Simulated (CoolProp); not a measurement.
A Linde-Hampson liquefier for CF4 (R14): isothermal reversible compression at 320 K from 1 atm to 5 MPa, throttling to 1 atm, return gas leaving the recuperator 2 K below the feed. Each further row changes one setting.

Model: reference Helmholtz-energy equation of state, Platzer 1990, in CoolProp. This equation is an older, rougher fit; its heat capacities, sound speeds and derivatives of the liquid may be far off and weren't checked against measurements.

| case | liquid yield per pass | compression work (kJ/kg of gas) |
|---|---|---|
| as stated | 0.066 | 114 |
| high pressure 10 MPa | 0.139 | 131 |
| warm-end temperature 350 K | 0.049 | 126 |
| warm-end gap 7 K | 0.052 | 114 |
